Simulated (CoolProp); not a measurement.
Saturated liquid density (kg/m³) of isopentane: the reference equation beside estimates from Tc = 187.2 °C, pc = 3.378 MPa, ω = 0.227.

Values from CoolProp's reference Helmholtz-energy equation of state, Lemmon 2006. It is a short technical equation, of lower accuracy than the large ones.

| T (°C) | reference | van der Waals | Redlich-Kwong | Soave-Redlich-Kwong | Peng-Robinson |
|---|---|---|---|---|---|
| 30.85 | 609.0 | 375.6 | 548.3 | 565.8 | 639.9 |
| 38.45 | 601.0 | 370.6 | 539.6 | 557.6 | 631.0 |
| 46.05 | 592.9 | 365.6 | 530.6 | 549.1 | 621.7 |
| 53.75 | 584.5 | 360.2 | 521.2 | 540.1 | 611.8 |
| 61.35 | 575.9 | 354.8 | 511.5 | 530.9 | 601.6 |
| 68.95 | 567.2 | 349.2 | 501.5 | 521.2 | 590.9 |
| 76.55 | 558.1 | 343.4 | 491.1 | 511.0 | 579.6 |
| 84.15 | 548.7 | 337.4 | 480.3 | 500.4 | 567.6 |
| 91.75 | 539.0 | 331.1 | 468.9 | 489.1 | 555.1 |
| 99.35 | 528.8 | 324.5 | 457.1 | 477.3 | 541.7 |
| 106.95 | 518.2 | 317.6 | 444.7 | 464.8 | 527.6 |
| 114.55 | 507.0 | 310.4 | 431.7 | 451.6 | 512.5 |
| 122.15 | 495.2 | 302.8 | 418.0 | 437.4 | 496.3 |
| 129.75 | 482.6 | 294.7 | 403.4 | 422.3 | 478.9 |

Absolute difference from the reference over all 14 rows, mean and median: van der Waals 38.5 and 38.5 %, Redlich-Kwong 12.6 and 12.2 %, Soave-Redlich-Kwong 9.1 and 8.6 %, Peng-Robinson 3.2 and 3.6 %.
